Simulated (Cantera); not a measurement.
Cantera run, input and output.

```python
import numpy as np
import cantera as ct

gas = ct.Solution("h2o2.yaml")
gas.TPX = 475, 101325, {'H2': 1, 'O2': 0.312, 'N2': 1.28, 'H2O': 0.0053}
flame = ct.FreeFlame(gas, width=0.04)
flame.set_refine_criteria(ratio=3, slope=0.08, curve=0.16)
flame.transport_model = "mixture-averaged"
flame.solve(loglevel=0, auto=True)
z, T = flame.grid, flame.T
thick = (T[-1] - T[0]) / np.gradient(T, z).max()
show = ['H2', 'O2', 'OH', 'H2O2', 'HO2', 'O']
print(f"laminar burning velocity  {flame.velocity[0] * 100:.3f} cm/s")
print(f"burnt temperature         {T[-1]:.1f} K")
print(f"thermal thickness         {thick * 1e3:.4f} mm")
print(f"grid points               {len(z)}")
z0 = z[flame.heat_release_rate.argmax()]
print(f"{'z/mm':>9s}{'T/K':>9s}{'u/(m/s)':>9s}" + "".join(f"{s:>11s}" for s in show))
rows = []
for k in (-3, -2, -1.5, -1, -0.5, -0.25, 0, 0.25, 0.5, 1, 2, 4, 8):
    zz = z0 + k * thick
    rows.append([k * thick, np.interp(zz, z, T), np.interp(zz, z, flame.velocity),
                 *(np.interp(zz, z, flame.X[gas.species_index(s)]) for s in show)])
    print(f"{rows[-1][0] * 1e3:9.3f}{rows[-1][1]:9.1f}{rows[-1][2]:9.3f}" + "".join(f"{x:11.3e}" for x in rows[-1][3:]))
```

Result:

```
laminar burning velocity  575.063 cm/s
burnt temperature         2258.6 K
thermal thickness         0.4041 mm
grid points               121
     z/mm      T/K  u/(m/s)         H2         O2         OH       H2O2        HO2          O
   -1.212    475.0    5.751  3.850e-01  1.201e-01  1.621e-16  1.344e-15  3.100e-13  1.169e-14
   -0.808    475.0    5.751  3.850e-01  1.201e-01  1.018e-14  1.130e-13  2.093e-11  7.337e-13
   -0.606    475.0    5.751  3.850e-01  1.201e-01  4.723e-13  6.810e-12  1.199e-09  3.398e-11
   -0.404    475.0    5.751  3.850e-01  1.201e-01  8.404e-11  1.346e-09  2.151e-07  3.431e-09
   -0.202    494.5    5.953  3.808e-01  1.204e-01  4.808e-05  6.539e-06  2.349e-04  5.910e-06
   -0.101    756.5    8.872  3.452e-01  1.138e-01  8.617e-04  3.085e-05  2.078e-04  2.629e-04
    0.000   1189.1   13.531  2.485e-01  7.791e-02  2.328e-03  3.485e-06  7.815e-05  3.339e-03
    0.101   1481.3   16.677  1.581e-01  2.507e-02  5.293e-03  1.763e-06  2.345e-05  5.202e-03
    0.202   1613.1   18.049  1.327e-01  7.389e-03  6.536e-03  1.145e-06  6.607e-06  4.025e-03
    0.404   1739.8   19.313  1.322e-01  2.721e-03  7.352e-03  6.850e-07  2.306e-06  3.041e-03
    0.808   1868.0   20.550  1.390e-01  1.760e-03  7.465e-03  3.681e-07  1.410e-06  2.179e-03
    1.617   1988.6   21.679  1.454e-01  1.041e-03  6.772e-03  1.906e-07  8.304e-07  1.333e-03
    3.233   2090.7   22.609  1.507e-01  5.233e-04  5.442e-03  9.807e-08  4.425e-07  6.862e-04
```

Detailed kinetics in Cantera: the H2/O2 subset of GRI-Mech 3.0, which has no nitrogen chemistry. Burning velocities carry a grid error of a few per cent, more on coarse grids.
